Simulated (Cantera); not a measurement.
Charge: 1 mol CaO, 3.9 mol HBr, 0.75 mol N₂, at 0.133 bar.

Equilibrium computed with Cantera from the NASA thermochemical tables; the gas is ideal and each condensed phase is pure. Candidate condensed phases: Br₂, Ca, CaBr₂, CaO, Ca(OH)₂, H₂O; 34 gas species. Equilibrium is a limit: real reactors are often held back by kinetics, nucleation or transport.

log p: log10 of the partial pressure in bar; n: condensed amount in mol.

| T (°C) | log p HBr | log p H₂O | log p CaBr₂ | log p N₂ | log p Br | log p H₂ | n CaBr₂(l) |
|---|---|---|---|---|---|---|---|
| 802 | -1.16 | -1.44 | -5.43 | -1.56 | -4.02 | -4.00 | 1.000 |
| 852 | -1.16 | -1.44 | -4.89 | -1.56 | -3.77 | -3.83 | 1.000 |
| 902 | -1.16 | -1.44 | ___ | -1.56 | ___ | ___ | 0.999 |
| 952 | -1.16 | -1.44 | -3.96 | -1.56 | -3.35 | -3.52 | 0.997 |
| 1002 | -1.17 | -1.44 | ___ | -1.56 | ___ | ___ | 0.992 |
| 1052 | -1.17 | -1.44 | -3.18 | -1.57 | -3.01 | -3.24 | 0.982 |
| 1102 | -1.18 | -1.44 | -2.84 | -1.57 | -2.86 | -3.11 | 0.960 |
| 1152 | -1.19 | -1.45 | -2.52 | -1.58 | -2.73 | -2.99 | 0.916 |
| 1202 | -1.20 | -1.46 | -2.23 | -1.59 | -2.61 | -2.88 | 0.831 |
| 1252 | -1.22 | -1.48 | -1.97 | -1.60 | -2.50 | -2.78 | 0.674 |
| 1302 | -1.26 | -1.51 | -1.72 | -1.64 | -2.41 | -2.70 | 0.379 |
| 1352 | -1.31 | -1.55 | -1.55 | -1.68 | -2.34 | -2.63 | 0 |
| 1402 | -1.32 | -1.55 | -1.55 | -1.68 | -2.25 | -2.54 | 0 |

Q: Fill in the missing entries.

A: 
- 1002, log p CaBr₂: -3.55
- 1002, log p Br: -3.17
- 1002, log p H₂: -3.38
- 902, log p CaBr₂: -4.40
- 902, log p Br: -3.55
- 902, log p H₂: -3.68
